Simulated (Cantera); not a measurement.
# Si₃N₄ + C + N₂ (sublimation and decomposition of ceramics)

Charge: 1 mol Si₃N₄, 0.55 mol C, 0.021 mol N₂, equilibrated at 3000 K.

Method: chemical equilibrium by Gibbs-energy minimisation in Cantera with the NASA 1993 tables (ideal gas, pure condensed phases). Candidate condensed phases: C, Si, SiC, Si₃N₄; 20 gas species. Mutual solubility and eutectic melting of coexisting phases are not modelled. The tables' values for SiN are old estimates; treat these amounts as uncertain. The numbers say what is thermodynamically allowed, not how fast it happens.

From 1.00 Pa to 0.100 bar nothing is condensed. At 0.460 bar the condensed part is Si(l). From 2.20 bar to 10.0 bar the condensed part is Si(l) + SiC(s). The main Si-bearing gas is Si throughout.

| P (Pa) | x N₂ | x Si | x C | x Si₂C | x SiC₂ | x CN | x Si₂ | n Si(l) | n SiC(s) |
|---|---|---|---|---|---|---|---|---|---|
| 1 | 0.358 | 0.541 | 0.0862 | 3.01e-7 | 0.000132 | 0.0105 | 1.34e-6 | 0 | 0 |
| 4.60 | 0.360 | 0.546 | 0.0686 | 5.17e-6 | 0.00179 | 0.0179 | 6.30e-6 | 0 | 0 |
| 22 | 0.369 | 0.552 | 0.0360 | 6.34e-5 | 0.0114 | 0.0209 | 3.08e-5 | 0 | 0 |
| 100 | 0.383 | 0.550 | 0.0127 | 0.000458 | 0.0291 | 0.0160 | 0.000139 | 0 | 0 |
| 460 | 0.394 | 0.542 | 0.00337 | 0.00251 | 0.0429 | 0.00924 | 0.000621 | 0 | 0 |
| 2200 | 0.404 | 0.526 | 0.000739 | 0.0118 | 0.0457 | 0.00448 | 0.00280 | 0 | 0 |
| 10000 | 0.421 | 0.481 | 0.000150 | 0.0414 | 0.0357 | 0.00198 | 0.0106 | 0 | 0 |
| 46000 | 0.622 | 0.231 | 5.44e-5 | 0.0732 | 0.0474 | 0.00187 | 0.0113 | 1.49 | 0 |
| 220000 | 0.905 | 0.0483 | 1.46e-5 | 0.0197 | 0.0165 | 0.00133 | 0.00235 | 2.31 | 0.428 |
| 1000000 | 0.977 | 0.0106 | 3.22e-6 | 0.00434 | 0.00362 | 0.000647 | 0.000518 | 2.42 | 0.523 |
x: gas mole fraction; n: condensed amount in mol.
